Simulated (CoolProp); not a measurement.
Vapour-liquid equilibrium of dimethyl ether (1) + R236EA (2) at 0.129 MPa; x and y are mole fractions of (1).

The numbers come from the multi-fluid Helmholtz-energy mixture model, Wu 2011 and Rui 2013; pair parameters Bell 2016 in CoolProp.

| x | bubble temperature, mixture model (K) | bubble temperature, Raoult's law (K) | y, mixture model | y, Raoult's law |
|---|---|---|---|---|
| 0.05 | 285.1 | 282.8 | 0.061 | 0.143 |
| 0.125 | (withheld) | 279.2 | 0.158 | 0.317 |
| 0.2 | 283.7 | 275.9 | 0.266 | 0.455 |
| 0.275 | 282.4 | 272.9 | 0.382 | 0.564 |
| 0.35 | 280.7 | 270.2 | (withheld) | 0.653 |
| 0.425 | (withheld) | 267.8 | 0.623 | 0.725 |
| 0.5 | 275.4 | 265.5 | 0.733 | 0.784 |
| 0.575 | (withheld) | 263.4 | 0.824 | 0.833 |
| 0.65 | 268.3 | 261.5 | 0.893 | 0.875 |
| 0.725 | 264.6 | 259.7 | 0.940 | 0.910 |
| 0.8 | (withheld) | 258.0 | 0.970 | 0.940 |
| 0.875 | 258.0 | 256.5 | 0.987 | 0.965 |
| 0.95 | 255.4 | 255.0 | (withheld) | 0.987 |

What belongs in the gaps?


- 0.125, bubble temperature, mixture model (K): 284.5
- 0.35, y, mixture model: 0.504
- 0.425, bubble temperature, mixture model (K): 278.3
- 0.575, bubble temperature, mixture model (K): 272.0
- 0.8, bubble temperature, mixture model (K): 261.1
- 0.95, y, mixture model: 0.997

The largest gap from Raoult's law is +10.5 K in bubble temperature, at x = 0.425. No azeotrope shows between x = 0.05 and 0.95.

Pair parameters are fitted to limited data, so mixtures are less certain than the pure fluids.
